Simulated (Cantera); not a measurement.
Equilibrium for aluminium nitride and oxide growth: AlCl3 + H2O + H2

Feed: 1 mol AlCl3, 1.3 mol H2O, 1.4 mol H2, held at 13300 Pa.

Method: chemical equilibrium by Gibbs-energy minimisation in Cantera with the NASA 1993 tables (ideal gas, pure condensed phases). Candidate condensed phases: Al, AlCl3, Al2O3, H2O; 29 gas species. The tables' values for AlCl2 are old estimates; treat these amounts as uncertain. Condensed phases not in the tables: AlOCl. Rates play no part.

From 873 K to 1923 K the condensed part is Al2O3(s). The main Al-bearing gas is AlCl3 throughout.

```csv
T (K),log p HCl,log p H2,log p AlCl3,log p AlCl2,n Al2O3(s)
873,-1.08,-1.35,-2.37,-9.77,0.433
1023,-1.08,-1.35,-2.37,-7.95,0.433
1173,-1.08,-1.35,-2.37,-6.61,0.433
1323,-1.08,-1.35,-2.37,-5.58,0.433
1473,-1.08,-1.35,-2.37,-4.76,0.433
1623,-1.08,-1.35,-2.37,-4.10,0.432
1773,-1.08,-1.35,-2.39,-3.57,0.432
1923,-1.08,-1.35,-2.45,-3.18,0.430
```
log p: log10 of the partial pressure in bar; n: condensed amount in mol.
